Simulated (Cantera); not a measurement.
Cantera run:

```python
import numpy as np
import cantera as ct

gas_names = """
    H HO2 H2 H2O H2O2 H2S H2SO4 O OH O2 O3 S SH SO SO2 SO3 S2 S2O S8
""".split()
cond_names = """
    H2O(s) H2O(L) H2SO4(L) S(cr1) S(cr2) S(L)
""".split()


def load(file, names, dense=False):
    # The tables refer to 1 bar. Condensed volumes are neglected.
    table = {s.name: s for s in ct.Species.list_from_file(file)}
    out = []
    for n in names:
        d = dict(table[n].input_data)
        d["thermo"] = dict(d["thermo"], **{"reference-pressure": 1e5})
        if dense:
            d["equation-of-state"] = {"model": "constant-volume", "density": "1e6 g/cm^3"}
        out.append(ct.Species.from_dict(d))
    return out


gas = ct.Solution(thermo="ideal-gas", species=load("nasa_gas.yaml", gas_names))
cond = {s.name: ct.Solution(thermo="fixed-stoichiometry", species=[s], name=s.name)
        for s in load("nasa_condensed.yaml", cond_names, dense=True)}
atoms = {
    'S': {'S': 1},
    'SO2': {'S': 1, 'O': 2},
    'H2': {'H': 2},
}
top_T = {}  # K; cautious upper limits of use, not melting points


def equilibrate(T, P, feed):
    n = {}
    for name, mol in feed.items():
        for a, k in atoms[name].items():
            n[a] = n.get(a, 0.0) + k * mol
    gas.TPX = T, P, n
    mass = sum(n.values()) * gas.mean_molecular_weight
    gas.equilibrate("TP")
    valid = [c for c in cond.values() if c.min_temp <= T <= top_T.get(c.name, c.max_temp)]
    mix = ct.Mixture([(gas, mass / gas.mean_molecular_weight)] + [(c, 0.0) for c in valid])
    mix.T, mix.P = T, P
    mix.equilibrate("TP", solver="vcs", rtol=1e-11, max_steps=5000)
    return mix


results = []
T = 1898.15  # K
P = 1000  # Pa
for m in [1.9, 3.1, 4.2, 5.4, 6.5, 7.7, 8.8, 10, 11]:
    feed = {'S': 1, 'SO2': 0.18, 'H2': m}  # mol
    mix = equilibrate(T, P, feed)
    results.append((T, P, feed, dict(zip(mix.species_names, mix.species_moles))))
    x = sorted(zip(gas.X, gas.species_names), reverse=True)
    print(f"T = {T:g} K  P = {P:g} Pa  n(H2) = {m:g} mol  gas = {mix.phase_moles(0):.4g} mol")
    print("   x: " + "  ".join(f"{s} {v:.3e}" for v, s in x if v > 0.001))
    print("   condensed (mol): " + ("  ".join(f"{mix.phase(i).name} {mix.phase_moles(i):.4g}"
          for i in range(1, mix.n_phases) if mix.phase_moles(i) > 1e-12) or "none"))
```

Result:

```
T = 1898.15 K  P = 1000 Pa  n(H2) = 1.9 mol  gas = 2.497 mol
   x: H2 6.010e-01  S2 2.048e-01  H2O 1.254e-01  H2S 2.151e-02  SH 1.976e-02  SO 9.382e-03  S 7.130e-03  H 6.067e-03  SO2 4.473e-03
   condensed (mol): none
T = 1898.15 K  P = 1000 Pa  n(H2) = 3.1 mol  gas = 3.685 mol
   x: H2 7.179e-01  S2 1.349e-01  H2O 9.027e-02  H2S 2.086e-02  SH 1.753e-02  H 6.630e-03  S 5.787e-03  SO 4.587e-03  SO2 1.318e-03
   condensed (mol): none
T = 1898.15 K  P = 1000 Pa  n(H2) = 4.2 mol  gas = 4.78 mol
   x: H2 7.766e-01  S2 1.014e-01  H2O 7.109e-02  H2S 1.956e-02  SH 1.581e-02  H 6.896e-03  S 5.017e-03  SO 2.895e-03
   condensed (mol): none
T = 1898.15 K  P = 1000 Pa  n(H2) = 5.4 mol  gas = 5.977 mol
   x: H2 8.170e-01  S2 7.907e-02  H2O 5.755e-02  H2S 1.817e-02  SH 1.432e-02  H 7.073e-03  S 4.430e-03  SO 1.967e-03
   condensed (mol): none
T = 1898.15 K  P = 1000 Pa  n(H2) = 6.5 mol  gas = 7.075 mol
   x: H2 8.425e-01  S2 6.538e-02  H2O 4.895e-02  H2S 1.704e-02  SH 1.322e-02  H 7.183e-03  S 4.028e-03  SO 1.476e-03
   condensed (mol): none
T = 1898.15 K  P = 1000 Pa  n(H2) = 7.7 mol  gas = 8.275 mol
   x: H2 8.628e-01  S2 5.471e-02  H2O 4.207e-02  H2S 1.596e-02  SH 1.224e-02  H 7.269e-03  S 3.685e-03  SO 1.133e-03
   condensed (mol): none
T = 1898.15 K  P = 1000 Pa  n(H2) = 8.8 mol  gas = 9.374 mol
   x: H2 8.769e-01  S2 4.741e-02  H2O 3.726e-02  H2S 1.510e-02  SH 1.148e-02  H 7.328e-03  S 3.430e-03
   condensed (mol): none
T = 1898.15 K  P = 1000 Pa  n(H2) = 10 mol  gas = 10.57 mol
   x: H2 8.891e-01  S2 4.124e-02  H2O 3.313e-02  H2S 1.428e-02  SH 1.079e-02  H 7.379e-03  S 3.199e-03
   condensed (mol): none
T = 1898.15 K  P = 1000 Pa  n(H2) = 11 mol  gas = 11.58 mol
   x: H2 8.974e-01  S2 3.712e-02  H2O 3.032e-02  H2S 1.368e-02  SH 1.028e-02  H 7.413e-03  S 3.035e-03
   condensed (mol): none
```

Equilibrium computed with Cantera from the NASA thermochemical tables; the gas is ideal and each condensed phase is pure.
